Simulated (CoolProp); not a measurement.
Vapour-liquid equilibrium of CH2F2 (R32) (1) + dimethyl ether (2) at 35.25 °C; x and y are mole fractions of (1).

The numbers come from the multi-fluid Helmholtz-energy mixture model, Tillner-Roth 1997 and Wu 2011; pair parameters Bell 2016 in CoolProp.

| x | bubble pressure, mixture model (MPa) | bubble pressure, Raoult's law (MPa) | y, mixture model | y, Raoult's law |
|---|---|---|---|---|
| 0.05 | 0.8407 | 0.8559 | 0.103 | 0.129 |
| 0.2 | 1.026 | 1.069 | 0.358 | 0.412 |
| 0.35 | 1.231 | 1.281 | 0.548 | 0.602 |
| 0.5 | 1.447 | 1.494 | 0.691 | 0.737 |
| 0.65 | 1.668 | 1.707 | 0.801 | 0.839 |
| 0.8 | 1.893 | 1.920 | 0.893 | 0.918 |
| 0.95 | 2.124 | 2.133 | 0.974 | 0.982 |

The largest gap from Raoult's law is -4.0 % in bubble pressure, at x = 0.2. No azeotrope shows between x = 0.05 and 0.95.

The pair parameters rest on a limited set of measurements; away from them the model extrapolates.
